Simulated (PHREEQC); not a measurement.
# Metal-bearing waste water

Make-up at 25 °C: 0.12 mol ZnSO4, 0.00029 mol CaCl2 and 0.0012 mol NaCl per kg of water. Closed to the air; pH follows from the charge balance.

All values are PHREEQC results (ion-association model, wateq4f.dat), not measurements.

Each row changes one thing in this solution. No solid was allowed to form.

```
case                                     pH  ionic strength (mol/kgw)  Zn+2 (mol/kgw)  ZnSO4 (mol/kgw)  SO4-2 (mol/kgw)  Zn(SO4)2-2 (mol/kgw)  SI of Goslarite (ZnSO4:7H2O)  SI of Zincite(c) (ZnO)
-------------------------------------  ----  ------------------------  --------------  ---------------  ---------------  --------------------  ----------------------------  ----------------------
as made                                5.51                     0.232          0.0577           0.0467           0.0421                0.0155                         -1.73                   -1.87
NaCl from 0.0012 to 0.0018 mol/kgw        …                     0.233          0.0577           0.0467           0.0421                0.0155                         -1.73                   -1.87
NaCl left out                          5.51                     0.231          0.0576           0.0468           0.0420                0.0155                         -1.72                   -1.86
NaCl from 0.0012 to 0.00108 mol/kgw    5.51                     0.232          0.0577           0.0467           0.0421                0.0155                         -1.73                   -1.87
CaCl2 left out                         5.51                     0.232          0.0576           0.0468           0.0421                0.0155                         -1.73                   -1.87
CaCl2 from 0.00029 to 2.9e-05 mol/kgw  5.51                     0.232          0.0576           0.0468           0.0421                0.0155                         -1.73                   -1.87
diluted 2-fold with water                 …                     0.125          0.0311           0.0238           0.0259               0.00510                         -2.03                       …
```

**Question.** Some entries are withheld; supply them.

**Answer.** 
- NaCl from 0.0012 to 0.0018 mol/kgw, pH: 5.50
- diluted 2-fold with water, pH: 5.57
- diluted 2-fold with water, SI of Zincite(c) (ZnO): -1.93

Complexes and solids missing from the database can't appear.
